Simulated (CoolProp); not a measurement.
Values from CoolProp's reference Helmholtz-energy equation of state, Lemmon 2006. It is a short technical equation, of lower accuracy than the large ones.

Q: For C3F8 (R218), give the phase and the density (kg/m³), cv (kJ/(kg K)), viscosity (µPa s), Prandtl number at 53.15 °C and 3.59 MPa.

A: 
- 53.15 °C and 3.59 MPa: liquid; density 1190, cv 0.841, viscosity 121, Prandtl number 3.74

Viscosity comes from a separate model (Huber 2003), an estimate that may be off by 10 % or more. Thermal conductivity comes from a separate model (Huber 2003), an estimate that may be off by 10 % or more.
